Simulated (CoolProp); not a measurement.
Properties of CF4 (R14) along the isotherm 156.7 K (Tc = 227.4 K, pc = 37.62 bar, ω = 0.178).

Values from CoolProp's reference Helmholtz-energy equation of state, Platzer 1990. This equation is an older, rougher fit; its heat capacities, sound speeds and derivatives of the liquid may be far off and weren't checked against measurements.

```
p (bar)   phase       Z  fugacity coefficient
-------  ------  ------  --------------------
34.2     liquid  0.1486               0.06791
68.4     liquid  0.2945               0.03937
103      liquid  0.4397               0.03033
137      liquid  0.5804               0.02635
171      liquid  0.7193               0.02437
205      liquid  0.8566               0.02344
239      liquid  0.9924               0.02316
274      liquid   1.131               0.02335
308      liquid   1.264               0.02390
342      liquid   1.396               0.02473
376      liquid   1.527               0.02584
```
